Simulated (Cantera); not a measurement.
What does this Cantera script print?

```python
import numpy as np
import cantera as ct

gas_names = """
    CL CL2 H HCL H2 N NH NH2 NH3 N2 N2H2 N2H4 Si SiCL SiCL2 SiCL3 SiCL4 SiH SiHCL3 SiH2 SiH2CL2 SiH3
    SiH3CL SiH4 SiN Si2 Si2N Si3
""".split()
cond_names = """
    NH4CL(a) NH4CL(b) Si(cr) Si(L) Si3N4(a)
""".split()


def load(file, names, dense=False):
    # The tables refer to 1 bar. Condensed volumes are neglected.
    table = {s.name: s for s in ct.Species.list_from_file(file)}
    out = []
    for n in names:
        d = dict(table[n].input_data)
        d["thermo"] = dict(d["thermo"], **{"reference-pressure": 1e5})
        if dense:
            d["equation-of-state"] = {"model": "constant-volume", "density": "1e6 g/cm^3"}
        out.append(ct.Species.from_dict(d))
    return out


gas = ct.Solution(thermo="ideal-gas", species=load("nasa_gas.yaml", gas_names))
cond = {s.name: ct.Solution(thermo="fixed-stoichiometry", species=[s], name=s.name)
        for s in load("nasa_condensed.yaml", cond_names, dense=True)}
atoms = {
    'SiCl4': {'Si': 1, 'CL': 4},
    'NH3': {'N': 1, 'H': 3},
    'N2': {'N': 2},
}
top_T = {'Si3N4(a)': 2400}  # K; cautious upper limits of use, not melting points


def equilibrate(T, P, feed):
    n = {}
    for name, mol in feed.items():
        for a, k in atoms[name].items():
            n[a] = n.get(a, 0.0) + k * mol
    gas.TPX = T, P, n
    mass = sum(n.values()) * gas.mean_molecular_weight
    gas.equilibrate("TP")
    valid = [c for c in cond.values() if c.min_temp <= T <= top_T.get(c.name, c.max_temp)]
    mix = ct.Mixture([(gas, mass / gas.mean_molecular_weight)] + [(c, 0.0) for c in valid])
    mix.T, mix.P = T, P
    mix.equilibrate("TP", solver="vcs", rtol=1e-11, max_steps=5000)
    return mix


results = []
feed = {'SiCl4': 1, 'NH3': 0.14, 'N2': 83}  # mol
P = 13332.2  # Pa
for T in [850, 950, 1050, 1150, 1250, 1350, 1450, 1550, 1650]:
    mix = equilibrate(T, P, feed)
    results.append((T, P, feed, dict(zip(mix.species_names, mix.species_moles))))
    x = sorted(zip(gas.X, gas.species_names), reverse=True)
    print(f"T = {T:g} K  P = {P:g} Pa  gas = {mix.phase_moles(0):.4g} mol")
    print("   x: " + "  ".join(f"{s} {v:.3e}" for v, s in x if v > 1e-05))
    print("   condensed (mol): " + ("  ".join(f"{mix.phase(i).name} {mix.phase_moles(i):.4g}"
          for i in range(1, mix.n_phases) if mix.phase_moles(i) > 1e-12) or "none"))
```

Output:

```
T = 850 K  P = 13332.2 Pa  gas = 84.31 mol
   x: N2 9.845e-01  SiCL4 1.068e-02  HCL 4.735e-03  H2 1.228e-04
   condensed (mol): Si3N4(a) 0.03327
T = 950 K  P = 13332.2 Pa  gas = 84.31 mol
   x: N2 9.845e-01  SiCL4 1.066e-02  HCL 4.786e-03  H2 9.718e-05
   condensed (mol): Si3N4(a) 0.0336
T = 1050 K  P = 13332.2 Pa  gas = 84.31 mol
   x: N2 9.844e-01  SiCL4 1.064e-02  HCL 4.818e-03  H2 8.065e-05  SiCL3 1.809e-05
   condensed (mol): Si3N4(a) 0.03371
T = 1150 K  P = 13332.2 Pa  gas = 84.32 mol
   x: N2 9.844e-01  SiCL4 1.057e-02  HCL 4.839e-03  SiCL3 9.385e-05  H2 6.940e-05
   condensed (mol): Si3N4(a) 0.03319
T = 1250 K  P = 13332.2 Pa  gas = 84.33 mol
   x: N2 9.843e-01  SiCL4 1.032e-02  HCL 4.852e-03  SiCL3 3.670e-04  SiCL2 9.345e-05  H2 6.177e-05
   condensed (mol): Si3N4(a) 0.03018
T = 1350 K  P = 13332.2 Pa  gas = 84.4 mol
   x: N2 9.838e-01  SiCL4 9.470e-03  HCL 4.855e-03  SiCL3 1.112e-03  SiCL2 6.512e-04  H2 5.766e-05
   condensed (mol): Si3N4(a) 0.01714
T = 1450 K  P = 13332.2 Pa  gas = 84.49 mol
   x: N2 9.832e-01  SiCL4 8.427e-03  HCL 4.916e-03  SiCL3 1.877e-03  SiCL2 1.528e-03  H2 2.578e-05  CL 2.042e-05
   condensed (mol): none
T = 1550 K  P = 13332.2 Pa  gas = 84.5 mol
   x: N2 9.831e-01  SiCL4 8.229e-03  HCL 4.958e-03  SiCL3 2.104e-03  SiCL2 1.499e-03  CL 1.450e-04
   condensed (mol): none
T = 1650 K  P = 13332.2 Pa  gas = 84.55 mol
   x: N2 9.825e-01  SiCL4 7.757e-03  HCL 4.963e-03  SiCL3 2.417e-03  SiCL2 1.652e-03  CL 7.517e-04
   condensed (mol): none
```

Equilibrium computed with Cantera from the NASA thermochemical tables; the gas is ideal and each condensed phase is pure. The tables' values for SiCl3 are old estimates; treat these amounts as uncertain.
